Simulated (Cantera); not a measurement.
Charge: 1 mol C, 0.087 mol CO2, a varied amount of H2, 0.31 mol H2O, held at 96.0 bar.

Cantera equilibrium calculation (NASA polynomials, part measured and part estimated; ideal gas, pure solids and liquids). Candidate condensed phases: C, C6H6, C7H8, C8H18, H2O; 110 gas species. The ideal-gas law is rough above about 30 bar. The numbers say what is thermodynamically allowed, not how fast it happens.

Problem. What condenses at these points (T in K, n(H2) in mol): (1925, 6); (1625, 29); (2325, 7.6); (1925, 23); (1825, 9.5)?

Solution. 
```json
[
 {"T (K)": "1925", "n(H2) in mol": "6", "condensed phases": "C", "C condensed (%)": "31.5"},
 {"T (K)": "1625", "n(H2) in mol": "29", "condensed phases": "gas only", "C condensed (%)": "0.0"},
 {"T (K)": "2325", "n(H2) in mol": "7.6", "condensed phases": "C", "C condensed (%)": "35.0"},
 {"T (K)": "1925", "n(H2) in mol": "23", "condensed phases": "gas only", "C condensed (%)": "0.0"},
 {"T (K)": "1825", "n(H2) in mol": "9.5", "condensed phases": "C", "C condensed (%)": "6.5"}
]
```
